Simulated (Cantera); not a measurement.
Cantera run, input and output.

```python
import numpy as np
import cantera as ct

gas = ct.Solution("gri30.yaml")
gas.TPX = 450, 100000, {'CH4': 1, 'O2': 2, 'N2': 7.8}
flame = ct.FreeFlame(gas, width=0.04)
flame.set_refine_criteria(ratio=3, slope=0.08, curve=0.16)
flame.transport_model = "unity-Lewis-number"
flame.solve(loglevel=0, auto=True)
z, T = flame.grid, flame.T
thick = (T[-1] - T[0]) / np.gradient(T, z).max()
show = ['CH4', 'O2', 'CH2O', 'H', 'OH', 'C2H4']
print(f"laminar burning velocity  {flame.velocity[0] * 100:.3f} cm/s")
print(f"burnt temperature         {T[-1]:.1f} K")
print(f"thermal thickness         {thick * 1e3:.4f} mm")
print(f"grid points               {len(z)}")
z0 = z[flame.heat_release_rate.argmax()]
print(f"{'z/mm':>9s}{'T/K':>9s}{'u/(m/s)':>9s}" + "".join(f"{s:>11s}" for s in show))
rows = []
for k in (-3, -2, -1.5, -1, -0.5, -0.25, 0, 0.25, 0.5, 1, 2, 4, 8):
    zz = z0 + k * thick
    rows.append([k * thick, np.interp(zz, z, T), np.interp(zz, z, flame.velocity),
                 *(np.interp(zz, z, flame.X[gas.species_index(s)]) for s in show)])
    print(f"{rows[-1][0] * 1e3:9.3f}{rows[-1][1]:9.1f}{rows[-1][2]:9.3f}" + "".join(f"{x:11.3e}" for x in rows[-1][3:]))
```

It prints:

```
laminar burning velocity  52.489 cm/s
burnt temperature         2273.6 K
thermal thickness         0.4558 mm
grid points               137
     z/mm      T/K  u/(m/s)        CH4         O2       CH2O          H         OH       C2H4
   -1.367    450.2    0.525  9.258e-02  1.852e-01  2.803e-07  7.253e-17  1.517e-12  8.781e-08
   -0.912    453.2    0.529  9.240e-02  1.849e-01  4.065e-06  8.533e-14  2.650e-10  1.276e-06
   -0.684    464.8    0.542  9.169e-02  1.838e-01  1.892e-05  6.224e-12  4.606e-09  5.976e-06
   -0.456    545.6    0.638  8.674e-02  1.764e-01  1.194e-04  2.830e-09  1.203e-07  3.896e-05
   -0.228    958.2    1.131  5.961e-02  1.355e-01  5.798e-04  8.752e-06  4.482e-06  2.162e-04
   -0.114   1363.1    1.628  3.094e-02  9.188e-02  7.905e-04  2.444e-04  1.357e-04  3.591e-04
    0.000   1765.3    2.137  4.629e-03  4.410e-02  4.046e-04  4.169e-03  2.980e-03  1.479e-04
    0.114   1899.4    2.300  1.024e-04  2.487e-02  2.018e-05  8.598e-03  7.775e-03  2.228e-06
    0.228   1947.8    2.351  1.400e-06  2.070e-02  3.232e-07  8.665e-03  8.684e-03  1.393e-08
    0.456   2011.9    2.416  1.186e-09  1.769e-02  4.457e-10  6.901e-03  8.542e-03  4.237e-12
    0.912   2086.0    2.491  8.258e-15  1.479e-02  8.746e-11  4.402e-03  7.718e-03  5.698e-18
    1.823   2156.2    2.561  1.109e-16  1.188e-02  5.711e-11  2.488e-03  6.515e-03  6.467e-25
    3.646   2211.5    2.615  5.524e-17  9.369e-03  3.630e-11  1.391e-03  5.321e-03  4.964e-26
```

Model: GRI-Mech 3.0 (53 species, 325 reactions), integrated in Cantera. Unity Lewis numbers drop preferential diffusion, which matters most where H2 and H carry the flame. Burning velocities carry a grid error of a few per cent, more on coarse grids.
